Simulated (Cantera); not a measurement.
# Transport properties of process gases

Gas mixture: 19.8 % CH4, 36.0 % C3H8, 44.1 % H2, at 0.987 atm, frozen composition.

Cantera's kinetic-theory transport with the Lennard-Jones parameters of GRI-Mech 3.0, ideal gas; thermal conductivity in the multicomponent form. The composition is frozen, though it would react at the higher temperatures.

| T (K) | ρ (kg/m³) | cp (J/kg/K) | μ (µPa s) | λ (mW/m/K) | Pr | D (cm²/s) C2H2 | D (cm²/s) O | D (cm²/s) OH |
|---|---|---|---|---|---|---|---|---|
| 400 | 0.600 | 2749 | 12.5 | 75.3 | 0.455 | 0.298 | 0.558 | 0.548 |
| 550 | 0.436 | 3321 | 16.2 | 106 | 0.507 | 0.531 | 0.970 | 0.953 |
| 700 | 0.343 | 3809 | 19.6 | 138 | 0.540 | 0.813 | 1.47 | 1.44 |
| 850 | 0.282 | 4212 | 22.6 | 170 | 0.559 | 1.14 | 2.03 | 2.00 |
| 1000 | 0.240 | 4551 | 25.4 | 202 | 0.572 | 1.51 | 2.67 | 2.63 |
| 1150 | 0.209 | 4811 | 28.0 | 233 | 0.578 | 1.91 | 3.38 | 3.32 |
D: mixture-averaged diffusion coefficient of that species in the mixture.
